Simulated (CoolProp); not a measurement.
Vapour-liquid equilibrium of propane (1) + isobutane (2) at 221.7 K; x and y are mole fractions of (1).

The numbers come from the multi-fluid Helmholtz-energy mixture model, Lemmon 2009 and Bücker 2006; pair parameters Kunz 2012 in CoolProp.

Give the bubble pressure and the first vapour's composition at x = 0.2, 0.5, 0.575. Is there an azeotrope?

x = 0.2: 0.02547 MPa, y = 0.509; x = 0.5: 0.04007 MPa, y = 0.802; x = 0.575: 0.04381 MPa, y = 0.846. No azeotrope shows between x = 0.05 and 0.95.

The pair parameters rest on a limited set of measurements; away from them the model extrapolates.
